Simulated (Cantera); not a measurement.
**Catalytic stagnation flow on Pt**

A jet of CH₄ : O₂ : N₂ = 0.065 : 0.051 : 0.79 (molar parts), equivalence ratio 2.5 at 300 K and 0.0247 atm hits a platinum plate 4.5 cm away at a mass flux of 0.09 kg/m²/s; the plate temperature is set and raised in steps from an oxygen-covered start.

Detailed kinetics in Cantera: Deutschmann's 1995 Pt surface mechanism with GRI-Mech 3.0 gas chemistry. Catalytic surfaces can have several steady states; this one follows from the mechanism file's or the stated starting coverage.

```tsv
plate T (K)	wall x CH₄	wall x O₂	wall x H₂O	wall x OH	wall x CO	wall x CO₂	θ free Pt	θ H*	θ CO*	θ C*
950	0.0333	0.0102	0.0445	<1e-8	0.0401	2.45e-5	0.565	0.00134	0.0436	0.390
1000	0.0252	0.00735	0.0417	<1e-8	0.0484	4.79e-5	0.703	0.00155	0.0359	0.259
1050	0.0189	0.00548	0.0390	<1e-8	0.0547	0.000118	0.851	0.00159	0.0282	0.119
1100	0.0164	0.00483	0.0376	<1e-8	0.0571	0.000262	0.936	0.00145	0.0181	0.0448
1150	0.0157	0.00471	0.0369	<1e-8	0.0576	0.000499	0.971	0.00126	0.0106	0.0170
1200	0.0156	0.00477	0.0363	2.03e-8	0.0574	0.000864	0.986	0.00109	0.00617	0.00689
1250	0.0157	0.00490	0.0358	5.27e-8	0.0568	0.00140	0.992	0.000953	0.00367	0.00298
1300	0.0159	0.00505	0.0351	1.25e-7	0.0560	0.00215	0.996	0.000837	0.00224	0.00138
```
x: mole fraction at the wall; θ: surface coverage.
